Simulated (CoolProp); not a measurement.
Computed with CoolProp (reference Helmholtz-energy equation of state, Lemmon 2006). It is a short technical equation, of lower accuracy than the large ones.

Task: For C2F6 (R116), give the phase and the density (kg/m³), cv (kJ/(kg K)), isothermal compressibility (1/MPa), viscosity (µPa s) at 44.75 °C and 2.74 MPa.

Result: 
- 44.75 °C and 2.74 MPa: gas; density 197, cv 0.784, isothermal compressibility 0.534, viscosity 17.6

Viscosity comes from a separate model (Huber 2003), an estimate that may be off by 10 % or more.
